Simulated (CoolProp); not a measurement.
Computed with CoolProp (reference Helmholtz-energy equation of state, Leachman 2009).

### Question
Give the vapour pressure (MPa), liquid cp (kJ/(kg K)), vapour Z, liquid viscosity (µPa s) of saturated normal hydrogen at 21.1, 27.4 K.

### Answer
| T (K) | p (MPa) | liquid cp (kJ/(kg K)) | vapour Z | liquid viscosity (µPa s) |
|---|---|---|---|---|
| 21.1 | 0.125 | 10.2 | 0.891 | 12.7 |
| 27.4 | 0.515 | 16.7 | 0.726 | 7.91 |

Viscosity comes from a separate model (Muzny 2013).
